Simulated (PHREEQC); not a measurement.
Consider water at 25 °C with 0.071 mol CuSO4 and 0.15 mol HCl per kg of water. Closed to the air; pH follows from the charge balance.

Model: ion-association model, phreeqc.dat, run in PHREEQC.

Task: The ionic strength comes out as 0.287 mol/kgw. What activity coefficients do H+, HSO4-, Cu+2, SO4-2, Cl- get?

Result: H+ 0.78, HSO4- 0.73, Cu+2 0.29, SO4-2 0.26, Cl- 0.69.

No solid was allowed to form.
